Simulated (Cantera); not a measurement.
Calcination and drying: Mg(OH)2 + CO2

Charge: 1 mol Mg(OH)2, 3.3 mol CO2, at 798.15 K and 10.0 Torr.

Method: chemical equilibrium by Gibbs-energy minimisation in Cantera with the NASA 1993 tables (ideal gas, pure condensed phases). Candidate condensed phases: C, C6H6, C7H8, C8H18, H2O, Mg, MgCO3, MgO, Mg(OH)2; 116 gas species. Kinetics and transport are ignored.

| Quantity | Result |
|---|---|
| x(CO2) | 0.767 |
| x(H2O) | 0.233 |
| n(MgO(s)) | 1.00 mol |
| gas amount | 4.300 mol |
| log10 activity of MgCO3(s) (absent) | -3.33 |
| log10 activity of C(graphite) (absent) | -17.29 |
| log10 activity of Mg(s) (absent) | -28.42 |
